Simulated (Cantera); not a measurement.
What does this Cantera script print?

```python
import numpy as np
import cantera as ct

gas_names = """
    H HO2 H2 H2O H2O2 H2S H2SO4 O OH O2 O3 S SH SO SO2 SO3 S2 S2O S8
""".split()
cond_names = """
    H2O(s) H2O(L) H2SO4(L) S(cr1) S(cr2) S(L)
""".split()


# ... load() reads the species with a 1 bar reference pressure and builds the phases ...
atoms = {
    'S': {'S': 1},
    'H2O': {'H': 2, 'O': 1},
}
top_T = {}  # K; cautious upper limits of use, not melting points


# ... equilibrate(T, P, feed) seeds the gas with the atoms and calls Mixture.equilibrate('TP', solver="vcs", rtol=1e-11, max_steps=5000) ...
results = []
feed = {'S': 1, 'H2O': 0.6}  # mol
P = 2100  # Pa
for T in [2200, 2250, 2300, 2350, 2400, 2450, 2500, 2550, 2600, 2650, 2700]:
    mix = equilibrate(T, P, feed)
    results.append((T, P, feed, dict(zip(mix.species_names, mix.species_moles))))

top = {s: max(r[3][s] / sum(r[3][g] for g in gas_names) for r in results) for s in gas_names}
cols = sorted((s for s in top if top[s] > 1e-06), key=lambda s: -top[s])[:8]
seen = [c for c in cond_names if any(r[3].get(c, 0) > 1e-12 for r in results)]
print("log10 of partial pressures in bar; condensed amounts in mol")
print(f"{'T/K':>10s}" + "".join(f"{s[:9]:>10s}" for s in cols + seen))
for T, P, feed, n in results:
    ng = sum(n[g] for g in gas_names)
    print(f"{T:10.4g}" + "".join(f"{np.log10(max(n[s] / ng * P / 1e5, 1e-99)):10.3f}" for s in cols)
          + "".join(f"{n.get(c, 0):10.4g}" for c in seen))
```

It prints:

```
log10 of partial pressures in bar; condensed amounts in mol
       T/K        H2        S2        SO         S         H       H2O       SO2        SH
      2200    -2.236    -2.273    -2.637    -3.117    -3.367    -2.458    -2.688    -3.225
      2250    -2.233    -2.301    -2.588    -3.015    -3.246    -2.494    -2.706    -3.199
      2300    -2.232    -2.332    -2.545    -2.921    -3.130    -2.531    -2.726    -3.177
      2350    -2.235    -2.368    -2.508    -2.834    -3.022    -2.571    -2.750    -3.161
      2400    -2.241    -2.409    -2.475    -2.753    -2.919    -2.614    -2.777    -3.150
      2450    -2.251    -2.454    -2.448    -2.679    -2.822    -2.659    -2.806    -3.145
      2500    -2.264    -2.506    -2.426    -2.611    -2.732    -2.706    -2.839    -3.147
      2550    -2.282    -2.564    -2.408    -2.551    -2.647    -2.756    -2.874    -3.155
      2600    -2.305    -2.629    -2.395    -2.497    -2.568    -2.809    -2.911    -3.169
      2650    -2.333    -2.701    -2.387    -2.450    -2.495    -2.866    -2.950    -3.191
      2700    -2.366    -2.779    -2.383    -2.410    -2.428    -2.926    -2.991    -3.221
```

Cantera equilibrium calculation (NASA polynomials, part measured and part estimated; ideal gas, pure solids and liquids).
